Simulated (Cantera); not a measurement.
Input: 1 mol SiCl4, 1.3 mol H2, 2.6 mol Cl2, equilibrated at 875 K and 1.00 bar.

Cantera equilibrium calculation (NASA polynomials, part measured and part estimated; ideal gas, pure solids and liquids). Candidate condensed phases: Si; 19 gas species. Equilibrium is a limit: real reactors are often held back by kinetics, nucleation or transport.

Base state: HCl 0.531, Cl2 0.265, SiCl4 0.204, Cl 2.37e-5 (mole fractions); condensed: gas only.

Question: What changes in the equilibrium state with this change: temperature from 875 K to 1723 K?

Answer: 
```
species   before     after
-------  -------  --------
HCl        0.531     0.505
Cl2        0.265     0.204
SiCl4      0.204     0.194
Cl       2.37e-5    0.0977
SiCl3      <1e-9  0.000208
```
The tables' values for SiCl3 are old estimates; treat these amounts as uncertain.
